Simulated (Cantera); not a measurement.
Charge: 1 mol N2O, 0.016 mol SO2, 0.78 mol N2, 1.9 mol H2O, at 2275 K and 1.33 mbar.

Cantera equilibrium calculation (NASA polynomials, part measured and part estimated; ideal gas, pure solids and liquids). Candidate condensed phases: H2O, H2SO4, S; 35 gas species. The numbers say what is thermodynamically allowed, not how fast it happens.

Base state: N2 0.381, H2O 0.312, O2 0.108, OH 0.0523, H 0.0503, H2 0.0467, O 0.0386, NO 0.00742 (mole fractions); condensed: gas only.

Problem. What changes in the equilibrium state with this change: N2O replaced by SF6?

Solution. 
| species | before | after |
|---|---|---|
| HF | 0 | 0.477 |
| F | 0 | 0.276 |
| N2 | 0.381 | 0.0975 |
| H2O | 0.312 | 3.73e-7 |
| H2 | 0.0467 | 1.94e-7 |
| OH | 0.0523 | 3.06e-5 |
| H | 0.0503 | 0.000103 |
| SO | 0.000343 | 0.0344 |
| SO2 | 0.00310 | 0.0892 |
| O2 | 0.108 | 0.00890 |
| O | 0.0386 | 0.0111 |
| SF | 0 | 0.000191 |
| S2 | <1e-9 | 7.72e-5 |
